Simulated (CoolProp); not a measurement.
Vapour-liquid equilibrium of m-xylene (1) + n-nonane (2) at 385.8 K; x and y are mole fractions of (1).

Computed with CoolProp (multi-fluid Helmholtz-energy mixture model, Zhou 2012 and Lemmon 2006; pair parameters Bell 2016).

| x | bubble pressure, mixture model (MPa) | bubble pressure, Raoult's law (MPa) | y, mixture model | y, Raoult's law |
|---|---|---|---|---|
| 0.05 | 0.03425 | 0.03339 | 0.092 | 0.071 |
| 0.2 | [?] | 0.03556 | [?] | 0.265 |
| 0.35 | 0.04135 | 0.03772 | 0.463 | 0.437 |
| 0.5 | 0.04369 | 0.03988 | 0.591 | 0.590 |
| 0.65 | 0.04541 | 0.04205 | 0.706 | 0.728 |
| 0.8 | 0.04656 | 0.04421 | [?] | 0.852 |
| 0.95 | 0.04709 | 0.04638 | 0.951 | 0.965 |

Problem. What belongs in the gaps?

Solution. 
- 0.2, bubble pressure, mixture model (MPa): 0.03827
- 0.2, y, mixture model: 0.306
- 0.8, y, mixture model: 0.822

The largest gap from Raoult's law is +9.6 % in bubble pressure, at x = 0.35. No azeotrope shows between x = 0.05 and 0.95.

The pair parameters rest on a limited set of measurements; away from them the model extrapolates.
